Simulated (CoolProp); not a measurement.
A single-stage vapour-compression cycle with n-perfluoropentane: evaporating at 298.15 K (dew point), condensing at 320.15 K (bubble point), superheat 5 K, subcooling 8 K, compressor efficiency 0.65, no pressure losses. Each further row changes one setting.

The numbers come from the reference Helmholtz-energy equation of state, Gao 2022 in CoolProp.

```
case                              cooling COP  pressure ratio  discharge temperature (K)  refrigerating effect (kJ/kg)  volumetric capacity (kJ/m³)
--------------------------------  -----------  --------------  -------------------------  ----------------------------  ---------------------------
as stated                                8.41            2.15                      320.2                          81.1                          840
evaporating temperature 303.15 K         11.5            1.79                      320.2                          85.0                         1050
condensing temperature 315.15 K          11.3            1.83                      315.2                          86.5                          895
subcooling 13 K                          8.96            2.15                      320.2                          86.5                          895
superheat 15 K                           8.80            2.15                      326.9                          89.4                          891
compressor efficiency 0.55               7.12            2.15                      320.2                          81.1                          840
```

The compression ends wet for: as stated; evaporating temperature 303.15 K; condensing temperature 315.15 K; subcooling 13 K; compressor efficiency 0.55.
